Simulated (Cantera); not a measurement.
Feed: 1 mol SiH₂Cl₂, 0.0091 mol Cl₂, a varied amount of N₂, at 952 °C and 18.0 mbar.

Equilibrium computed with Cantera from the NASA thermochemical tables; the gas is ideal and each condensed phase is pure. Candidate condensed phases: NH₄Cl, Si, Si₃N₄; 28 gas species. N₂ is the only nitrogen source here; it is nearly inert below about 1500 K, so the nitride shown seldom forms there in practice. The tables' values for SiCl₃ are old estimates; treat these amounts as uncertain. The numbers say what is thermodynamically allowed, not how fast it happens.

x: gas mole fraction; n: condensed amount in mol.

| n(N₂) (mol) | x N₂ | x HCl | x H₂ | x SiCl₄ | n Si₃N₄(s) |
|---|---|---|---|---|---|
| 17 | 0.898 | 0.0793 | 0.0150 | 0.00724 | 0.284 |
| 48 | 0.961 | ___ | ___ | ___ | 0.294 |
| 80 | 0.976 | 0.0199 | 0.00235 | 0.00110 | 0.298 |
| 110 | 0.983 | 0.0148 | 0.00159 | 0.000733 | 0.300 |
| 140 | 0.986 | ___ | ___ | ___ | 0.302 |
| 170 | 0.989 | 0.00982 | 0.000927 | 0.000419 | 0.303 |
| 210 | 0.991 | 0.00804 | 0.000712 | 0.000318 | 0.304 |

Task: What belongs in the gaps?

Result: 
- 48, x HCl: 0.0318
- 48, x H₂: 0.00439
- 48, x SiCl₄: 0.00208
- 140, x HCl: 0.0118
- 140, x H₂: 0.00118
- 140, x SiCl₄: 0.000538
